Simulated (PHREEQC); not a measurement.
Copper plating or etch bath with polishing slurry liquid

Solution A (0.003 mol/kgw Cu(BF4)2, 0.24 mol/kgw HCl and 0.036 mol/kgw H3BO3) is mixed with solution B (0.034 mol/kgw HNO3, 0.00017 mol/kgw H4SiO4 and 0.00047 mol/kgw CuSO4) at 20 °C; shares are by mass of water, 1 kg in all. O2 is buffered at 0.21 atm. CO2 from the air is kept out. Solids allowed: Tenorite, Brochantite, Antlerite, Atacamite, Cu2(OH)3NO3, Quartz, Chalcanthite, CuF2:2H2O. Others were left out.

Computed with PHREEQC (ion-association model, wateq4f.dat).

### Question
Predict pH, H4SiO4 (mol/kgw) at share of solution B = 0.3, 0.5, 0.8.

### Answer
```json
[
 {"share of solution B": "0.3", "pH": "0.85", "H4SiO4 (mol/kgw)": "4.39e-5"},
 {"share of solution B": "0.5", "pH": "0.96", "H4SiO4 (mol/kgw)": "7.39e-5"},
 {"share of solution B": "0.8", "pH": "1.21", "H4SiO4 (mol/kgw)": "8.60e-5"}
]
```

Complexes and solids missing from the database can't appear. SiF6-2 is the database's only silicon fluoride. Real BF4- forms and hydrolyses slowly; the run takes it at equilibrium.
